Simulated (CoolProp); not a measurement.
Vapour-liquid equilibrium of R13 (1) + n-butane (2) at -62.95 °C; x and y are mole fractions of (1).

Computed with CoolProp (multi-fluid Helmholtz-energy mixture model, Platzer 1990 and Bücker 2006; pair parameters Bell 2016). This equation is an older, rougher fit; its heat capacities, sound speeds and derivatives of the liquid may be far off and weren't checked against measurements.

```tsv
x	bubble pressure (MPa)	y at the bubble point	dew pressure at overall composition x (MPa)	liquid density (mol/L)
0.05	0.03378	0.882	[?]	[?]
0.2	0.09653	0.962	0.005120	11.89
0.35	[?]	0.975	0.006296	12.24
0.5	0.1597	0.981	0.008172	[?]
0.65	0.1815	0.986	0.01164	12.97
0.8	0.2050	[?]	0.02020	13.35
0.95	0.2348	0.997	0.07554	13.73
```

Q: Complete the blanks.

A: 
- 0.05, dew pressure at overall composition x (MPa): 0.004314
- 0.05, liquid density (mol/L): 11.54
- 0.35, bubble pressure (MPa): 0.1342
- 0.5, liquid density (mol/L): 12.60
- 0.8, y at the bubble point: 0.991

No azeotrope shows between x = 0.05 and 0.95.

The pair parameters rest on a limited set of measurements; away from them the model extrapolates. With so large a gap from Raoult's law the liquid may split in two, which this calculation doesn't test in full.
